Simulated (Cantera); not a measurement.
An adiabatic, constant-volume homogeneous reactor starts with 2.55 % C3H8, 17.9 % O2, 67.5 % N2, 12.0 % H2O, equivalence ratio 0.71, at 1550 K and 11300 Torr.

Cantera simulation using GRI-Mech 3.0 (53 species, 325 reactions); the numbers are that mechanism's predictions, not measurements. GRI-Mech 3.0 was tuned for natural gas; its chemistry of propane as a main component is partial and can be far from experiment. The pressure lies above the range GRI-Mech 3.0 was tuned for (to about 10 atm).

Predict: time of steepest temperature rise; temperature at 0.300 s; equilibrium temperature; x(O2) at 0.300 s; x(H2O) at 0.300 s; x(OH) at 0.300 s; x(O) at 0.300 s.


```
Quantity                                                             Value
---------------------------------  ---------------------------------------
time of steepest temperature rise                                  9.61 µs
temperature at 0.300 s                                              2834 K
equilibrium temperature                                             2834 K
x(O2) at 0.300 s                     0.0444 (gas-phase equilibrium 0.0444)
x(H2O) at 0.300 s                      0.201 (gas-phase equilibrium 0.201)
x(OH) at 0.300 s                     0.0151 (gas-phase equilibrium 0.0151)
x(O) at 0.300 s                    0.00246 (gas-phase equilibrium 0.00246)
```
